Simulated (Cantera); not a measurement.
A Cantera script and what it prints.

```python
import numpy as np
import cantera as ct

gas_names = [...]  # 151 gases of nasa_gas.yaml made of C, H, N, O, Si
cond_names = """
    C(gr) C6H6(L) C7H8(L) C8H18(L),n-octa H2O(s) H2O(L) Si(cr) Si(L) SiC(b) SiO2(Lqz) SiO2(hqz) SiO2(L)
    Si2N2O(s) Si3N4(a)
""".split()


# ... load() reads the species with a 1 bar reference pressure and builds the phases ...
atoms = {
    'SiC': {'Si': 1, 'C': 1},
    'N2O': {'N': 2, 'O': 1},
    'H2': {'H': 2},
}
top_T = {'C(gr)': 4500, 'SiC(b)': 3050, 'Si2N2O(s)': 2100, 'Si3N4(a)': 2400}  # K; cautious upper limits of use, not melting points


# ... equilibrate(T, P, feed) seeds the gas with the atoms and calls Mixture.equilibrate('TP', solver="vcs", rtol=1e-11, max_steps=5000) ...
results = []
T = 1300  # K
P = 4.3  # Pa
for m in [0.062, 0.11, 0.18, 0.31, 0.52, 0.9, 1.5, 2.6, 4.4]:
    feed = {'SiC': 1, 'N2O': m, 'H2': 8.4}  # mol
    mix = equilibrate(T, P, feed)
    results.append((T, P, feed, dict(zip(mix.species_names, mix.species_moles))))

top = {s: max(r[3][s] / sum(r[3][g] for g in gas_names) for r in results) for s in gas_names}
cols = sorted((s for s in top if top[s] > 0.0001), key=lambda s: -top[s])[:8]
seen = [c for c in cond_names if any(r[3].get(c, 0) > 1e-12 for r in results)]
print("log10 of partial pressures in bar; condensed amounts in mol")
print(f"{'n(N2O)':>10s}" + "".join(f"{s[:9]:>10s}" for s in cols + seen))
for T, P, feed, n in results:
    ng = sum(n[g] for g in gas_names)
    print(f"{feed['N2O']:10.4g}" + "".join(f"{np.log10(max(n[s] / ng * P / 1e5, 1e-99)):10.3f}" for s in cols)
          + "".join(f"{n.get(c, 0):10.4g}" for c in seen))
```

Result:

```
log10 of partial pressures in bar; condensed amounts in mol
    n(N2O)        H2        N2        CO       H2O       CO2       SiO         H    SiC(b) SiO2(hqz) Si2N2O(s)
     0.062    -4.372    -6.580    -6.740   -11.763   -14.377    -7.091    -8.142     0.964         0  0.009968
      0.11    -4.375    -6.380    -6.464   -11.649   -13.984    -7.132    -8.144    0.9316         0   0.02687
      0.18    -4.380    -6.194    -6.241   -11.567   -13.674    -7.182    -8.146    0.8844         0   0.05117
      0.31    -4.388    -5.981    -6.005   -11.489   -13.353    -7.245    -8.150    0.7972         0   0.09556
      0.52    -4.402    -5.777    -5.790   -11.427   -13.062    -7.309    -8.157    0.6568         0    0.1664
       0.9    -4.425    -5.567    -5.574   -11.376   -12.771    -7.377    -8.169    0.4031         0    0.2938
       1.5    -4.460    -5.382    -5.385   -11.347   -12.519    -7.438    -8.186  0.002826         0    0.4942
       2.6    -4.520    -5.048    -5.444    -9.530   -10.701    -6.666    -8.216         0    0.7133    0.1134
       4.4    -4.656    -4.863    -5.550    -5.391    -6.531   -10.942    -8.284         0         1         0
```

Cantera equilibrium calculation (NASA polynomials, part measured and part estimated; ideal gas, pure solids and liquids). Mutual solubility and eutectic melting of coexisting phases are not modelled. The tables hold silica as quartz up to 1696 K and as liquid above; real silica turns to tridymite and cristobalite and melts near 1996 K.
